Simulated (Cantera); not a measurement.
An isothermal, constant-pressure homogeneous reactor starts with CH4 : CO2 = 1 : 1.1 (molar parts), at 1550 K and 1.10 bar.

Computed with Cantera and GRI-Mech 3.0 (53 species, 325 reactions).

x: mole fraction; the columns are a selection and need not sum to one.

```
t (s)      x CH4  x CO2     x C2H       x O     x CH2    x CH2O
--------  ------  -----  --------  --------  --------  --------
3.00e-6    0.476  0.524    <1e-12    <1e-12  1.73e-12  4.43e-12
1.19e-5    0.476  0.524    <1e-12    <1e-12  2.78e-11  1.65e-10
4.75e-5    0.476  0.524    <1e-12    <1e-12  4.02e-10       ___
0.000189   0.476  0.524    <1e-12    <1e-12   2.59e-9   2.63e-7
0.000754   0.475  0.524  1.47e-12    <1e-12   5.65e-9   2.38e-6
0.00300    0.468  0.522  4.49e-11    <1e-12   1.32e-8   8.46e-6
0.0119     0.433  0.511  9.85e-10    <1e-12   1.47e-8   8.93e-6
0.0475     0.338  0.456   4.82e-9  1.36e-12   9.95e-9   5.28e-6
0.189      0.179  0.298   1.16e-8  2.62e-12   1.15e-8   3.03e-6
0.754     0.0520  0.118   1.90e-8  4.14e-12   1.52e-8   1.36e-6
3.00         ___    ___       ___  3.76e-12       ___       ___
```

**Question.** What belongs in the gaps?

**Answer.** 
- 4.75e-5, x CH2O: 8.09e-9
- 3.00, x CH4: 0.0343
- 3.00, x CO2: 0.0722
- 3.00, x C2H: 1.13e-8
- 3.00, x CH2: 6.49e-9
- 3.00, x CH2O: 3.92e-7
